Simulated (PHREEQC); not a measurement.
Solution (25 °C): 0.093 mol Na2HAsO4, 9.8e-05 mol NaHSO4 and 0.0056 mol CuSO4 per kg of water. Closed to the air; pH follows from the charge balance.

The numbers come from PHREEQC with the ion-association model, wateq4f.dat.

This is a speciation only: nothing precipitates in the calculation.

### Question
What pH, ionic strength does the model give?

### Answer
pH 7.75; ionic strength 0.278 mol/kgw.

### Question
In which forms is Cu present?

### Answer
Cu(OH)2 55 %, Cu2(OH)2+2 42 %, Cu+2 3.0 %, CuOH+ 0.7 % of the Cu.

Saturation is exceeded, for instance for Brochantite, Cu(OH)2; the values hold only as long as no solid forms. The database has no arsenate complexes of Cu. The database's constant for dissolved Cu(OH)2 is higher than later reviews accept.
